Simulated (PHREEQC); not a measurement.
A column of 0.1 m (30 cells, dispersivity 0.0035 m, 60 s a shift, diffusion coefficient 3e-10 m²/s) holds 0.023 eq of the database's cation exchanger X per kg of pore water, first in equilibrium with 0.91 mmol/kgw KCl, 5.9 mmol/kgw CaCl2 and 0.01 mmol/kgw HCl. It is flushed with 0.043 mol/kgw KBr, 0.0046 mol/kgw MgSO4 and 1e-05 mol/kgw HCl, at 25 °C. Values are for the last cell. CO2 from the air is kept out. No solid was allowed to form.

The numbers come from PHREEQC with the ion-association model, phreeqc.dat.

| pore volumes | Br in solution (mol/kgw) | S in solution (mol/kgw) | Mg in solution (mol/kgw) | Cl in solution (mol/kgw) |
|---|---|---|---|---|
| 0 | 0 | 0 | 0 | 0.0127 |
| 0.1167 | 0 | 0 | 0 | 0.0127 |
| 0.3167 | 6.57e-8 | 7.03e-9 | 0 | 0.0127 |
| 0.4167 | 1.73e-5 | 1.85e-6 | 8.60e-12 | 0.0127 |
| 0.5167 | 0.000320 | 3.43e-5 | 4.06e-9 | 0.0126 |
| 0.7167 | 0.00551 | 0.000589 | 7.46e-6 | 0.0111 |
| 0.8167 | 0.0113 | 0.00121 | 6.10e-5 | 0.00938 |
| 1.017 | 0.0248 | 0.00266 | 0.000574 | 0.00538 |
| 1.117 | 0.0305 | 0.00326 | 0.00103 | 0.00371 |
| 1.217 | 0.0348 | 0.00372 | 0.00153 | 0.00244 |
| 1.417 | 0.0399 | 0.00426 | 0.00242 | 0.000938 |
| 1.517 | 0.0411 | 0.00440 | 0.00278 | 0.000558 |
| 1.617 | 0.0419 | 0.00449 | 0.00307 | 0.000326 |
| 1.817 | 0.0427 | 0.00456 | 0.00351 | 0.000110 |
| 1.917 | 0.0428 | 0.00458 | 0.00368 | 6.46e-5 |
| 2.017 | 0.0429 | 0.00459 | 0.00383 | 3.96e-5 |
| 2.217 | 0.0430 | 0.00460 | 0.00406 | 1.84e-5 |
| 2.317 | 0.0430 | 0.00460 | 0.00415 | 1.44e-5 |
| 2.517 | 0.0430 | 0.00460 | 0.00429 | 1.12e-5 |
| 2.617 | 0.0430 | 0.00460 | 0.00435 | 1.06e-5 |
| 2.717 | 0.0430 | 0.00460 | 0.00440 | 1.03e-5 |
| 2.917 | 0.0430 | 0.00460 | 0.00447 | 1.01e-5 |
| 3.017 | 0.0430 | 0.00460 | 0.00450 | 1.00e-5 |

Species that the database lacks are ignored.
